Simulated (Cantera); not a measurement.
Standard-state values (1 bar) from the NASA 1993 polynomials, evaluated with Cantera. Values are per mole of reaction as written; species without (g) are pure solids or liquids, kept so even where they would boil at 1 bar. TaC: taken at fixed stoichiometry.

C6H6(g) + 4 Ta = 4 TaC + 2 CH3(g)

| T (K) | ΔH° (kJ) | ΔS° (J/K) | ΔG° (kJ) | log10 K |
|---|---|---|---|---|
| 300 | -365.4 | 122.7 | -402.2 | 70.03 |
| 425 | ___ | ___ | ___ | ___ |
| 475 | -359.3 | 138.9 | -425.3 | 46.77 |
| 525 | ___ | ___ | ___ | ___ |
| 575 | ___ | ___ | ___ | ___ |
| 625 | -356.3 | 144.4 | -446.6 | 37.33 |
| 675 | -355.7 | 145.4 | -453.9 | 35.12 |
| 725 | ___ | ___ | ___ | ___ |

Q: Some entries are withheld; supply them.

A: 
- 425, ΔH° (kJ): -360.8
- 425, ΔS° (J/K): 135.6
- 425, ΔG° (kJ): -418.4
- 425, log10 K: 51.43
- 525, ΔH° (kJ): -358.1
- 525, ΔS° (J/K): 141.3
- 525, ΔG° (kJ): -432.3
- 525, log10 K: 43.01
- 575, ΔH° (kJ): -357.1
- 575, ΔS° (J/K): 143.1
- 575, ΔG° (kJ): -439.4
- 575, log10 K: 39.92
- 725, ΔH° (kJ): -355.3
- 725, ΔS° (J/K): 146.0
- 725, ΔG° (kJ): -461.2
- 725, log10 K: 33.22
